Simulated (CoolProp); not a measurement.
Vapour-liquid equilibrium of ethylene (1) + isobutane (2) at 0.466 bar; x and y are mole fractions of (1).

Model: multi-fluid Helmholtz-energy mixture model, Smukala 2000 and Bücker 2006; pair parameters Bell 2016, in CoolProp.

```
x     bubble temperature, mixture model (°C)  bubble temperature, Raoult's law (°C)  y, mixture model  y, Raoult's law
----  --------------------------------------  -------------------------------------  ----------------  ---------------
0.05                                   -55.2                                  -60.0             0.742            0.810
0.2                                    -85.4                                  -88.6             0.974            0.981
0.35                                   -97.3                                  -99.1             0.993            0.994
0.5                                   -104.2                                 -105.2             0.997            0.998
0.65                                  -109.0                                 -109.4             0.999            0.999
0.8                                   -112.5                                 -112.6             1.000            1.000
0.95                                  -115.1                                 -115.2             1.000            1.000
```

The largest gap from Raoult's law is +4.8 K in bubble temperature, at x = 0.05. No azeotrope shows between x = 0.05 and 0.95.

The pair parameters rest on a limited set of measurements; away from them the model extrapolates.
